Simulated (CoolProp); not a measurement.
The fluid at 298.15 K and 0.394 MPa is compressed adiabatically to 0.681 MPa with isentropic efficiency 0.85. The same conditions are run with several fluids, on thermodynamics alone (safety and materials aside).

Model: reference Helmholtz-energy equation of state of each fluid (cyclopropane: Polt 1992; CF4 (R14): Platzer 1990; fluoroethane (R161): Wu 2012; CH2F2 (R32): Tillner-Roth 1997; carbonyl sulfide: Lemmon 2006), in CoolProp. The equations of Platzer and Polt are older, rougher fits.

| fluid | work (kJ/kg) | final temperature (K) | final density (kg/m³) |
|---|---|---|---|
| cyclopropane | 36.6 | 327.9 | 11.5 |
| CF4 (R14) | 18.5 | 325.1 | 22.6 |
| fluoroethane (R161) | 32.1 | 326.8 | 13.1 |
| CH2F2 (R32) | 30.6 | 336.3 | 13.4 |
| carbonyl sulfide | 26.7 | 338.6 | 15.3 |
